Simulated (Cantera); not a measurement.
Feed: 1 mol Fe₂O₃, 6.8 mol C, 0.25 mol N₂, equilibrated at 752 °C and 4.20 mbar.

Method: chemical equilibrium by Gibbs-energy minimisation in Cantera with the NASA 1993 tables (ideal gas, pure condensed phases). Candidate condensed phases: C, Fe, Fe(CO)₅, FeO, Fe₂O₃, Fe₃O₄; 27 gas species. Condensed phases not in the tables: cementite and carbon dissolved in iron. Rates play no part.

Base state: CO 0.922, N₂ 0.0770, CO₂ 0.00123 (mole fractions); condensed: C(graphite) + Fe(α).

Problem. What changes in the equilibrium state with this change: C from 6.8 to 1.6 mol?

Solution. 
```csv
species,before,after
CO,0.922,0.694
CO₂,0.00123,0.171
N₂,0.0770,0.135
"C(graphite), mol",3.80,0
"Fe(α), mol",2.00,0.916
"FeO(s), mol",0,1.08
```
Mutual solubility and eutectic melting of coexisting phases are not modelled. The tables' stoichiometric FeO is somewhat more stable than real wüstite, so its field is too wide. FeO: taken at fixed stoichiometry.

Problem. What changes in the equilibrium state with this change: temperature from 752 °C to 727 °C?

Solution. 
| species | before | after |
|---|---|---|
| CO | 0.922 | 0.921 |
| N₂ | 0.0770 | 0.0771 |
| CO₂ | 0.00123 | 0.00202 |
| C(graphite), mol | 3.80 | 3.81 |
| Fe(α), mol | 2.00 | 2.00 |
